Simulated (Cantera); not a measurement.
A closed system holds: 1 mol Fe2O3, 65 mol H2, 26 mol N2, at 1925 K and 1330 Pa.

These are equilibrium values from Cantera (NASA tables, ideal gas, pure condensed phases), not measurements of a reactor. Candidate condensed phases: Fe, FeO, Fe(OH)2, Fe(OH)3, Fe2O3, Fe3O4, H2O; 27 gas species. Kinetics and transport are ignored.

What is the equilibrium state?


| Property | Value |
|---|---|
| x(H2) | 0.668 |
| x(N2) | 0.281 |
| x(H2O) | 0.0324 |
| x(Fe) | 0.0114 |
| x(H) | 0.00677 |
| x(OH) | 2.84e-5 |
| x(FeO) | 9.14e-6 |
| n(Fe(l)) | 0.948 mol |
| gas amount | 92.37 mol |
